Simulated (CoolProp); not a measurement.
A Linde-Hampson liquefier for ethylene: isothermal reversible compression at 320 K from 1 atm to 30 MPa, throttling to 1 atm, return gas leaving the recuperator 10 K below the feed. Each further row changes one setting.

Values from CoolProp's reference Helmholtz-energy equation of state, Smukala 2000.

```csv
case,liquid yield per pass,compression work (kJ/kg of gas)
as stated,0.416,444
high pressure 60 MPa,0.396,513
warm-end temperature 350 K,0.342,512
warm-end gap 15 K,0.409,444
```
